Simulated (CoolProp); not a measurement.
Vapour-liquid equilibrium of methanol (1) + benzene (2) at 924 kPa; x and y are mole fractions of (1).

Values from CoolProp's multi-fluid Helmholtz-energy mixture model, de Reuck 1993 and Thol 2012; pair parameters Bell 2016.

```csv
x,"bubble temperature, mixture model (°C)","bubble temperature, Raoult's law (°C)","y, mixture model","y, Raoult's law"
0.05,160.4,169.9,0.220,0.119
0.2,142.7,160.2,0.486,0.383
0.35,136.8,152.9,0.580,0.566
0.5,134.2,147.1,0.640,0.703
0.65,132.7,142.3,0.704,0.812
0.8,132.2,138.2,0.798,0.902
0.95,133.0,134.6,0.940,0.977
```

The largest gap from Raoult's law is -17.5 K in bubble temperature, at x = 0.2. y crosses x between x = 0.65 and 0.8: the model has an azeotrope there.

Pair parameters are fitted to limited data, so mixtures are less certain than the pure fluids.
